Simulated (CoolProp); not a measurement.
Vapour-liquid equilibrium of n-butane (1) + cis-2-butene (2) at 438 kPa; x and y are mole fractions of (1).

Values from CoolProp's multi-fluid Helmholtz-energy mixture model, Bücker 2006 and Lemmon 2005; pair parameters Bell 2016.

### Question
Give the bubble temperature and the first vapour's composition at x = 0.35, 0.55, 0.75. Is there an azeotrope?

### Answer
x = 0.35: 47.2 °C, y = 0.375; x = 0.55: 46.5 °C, y = 0.570; x = 0.75: 45.9 °C, y = 0.761. No azeotrope shows between x = 0.05 and 0.95.

The pair parameters rest on a limited set of measurements; away from them the model extrapolates.
